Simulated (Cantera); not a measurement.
Feed: 1 mol Ta, 2.1 mol CO2, 92 mol H2, at 0.400 bar.

Points: T (K) = 2175, 2225, 2275, 2325, 2375, 2425, 2475, 2525, 2575, 2625.

Cantera's Mixture.equilibrate('TP', solver="vcs", rtol=1e-11, max_steps=5000) on the NASA tables stopped like this:

```
ERROR: FAILURE its = 5001!

*******************************************************************************
CanteraError thrown by MultiPhase::equilibrate:
VCS solver failed. Return code: -1
*******************************************************************************
```

**Question.** What got this run through?

**Answer.** Several could match; the one computed here: The failure is numerical, not chemical. The same input converged with solver="gibbs", rtol=1e-10, max_steps=50000, and the result passed a check of the equilibrium conditions:
```
log10 of partial pressures in bar; condensed amounts in mol
       T/K        H2         H        CO       H2O      TaO2    Ta(cr)  Ta2O5(L)
      2175    -0.413    -2.518    -2.051    -2.880    -4.835    0.2842    0.3558
      2225    -0.414    -2.396    -2.052    -2.817    -4.553    0.3027    0.3446
      2275    -0.416    -2.279    -2.053    -2.758    -4.284    0.3222    0.3314
      2325    -0.418    -2.167    -2.054    -2.703    -4.029     0.342    0.3154
      2375    -0.420    -2.061    -2.055    -2.651    -3.785    0.3612    0.2954
      2425    -0.423    -1.959    -2.056    -2.602    -3.552    0.3781    0.2695
      2475    -0.427    -1.861    -2.058    -2.556    -3.330    0.3906    0.2349
      2525    -0.432    -1.768    -2.060    -2.513    -3.117     0.395    0.1873
      2575    -0.437    -1.679    -2.063    -2.474    -2.914    0.3861    0.1206
      2625    -0.444    -1.594    -2.067    -2.437    -2.719    0.3563   0.02578
```

The gas is ideal and each condensed phase is pure. Mutual solubility and eutectic melting of coexisting phases are not modelled. Condensed phases not in the tables: Ta2C, N, O or C dissolved in the metal.
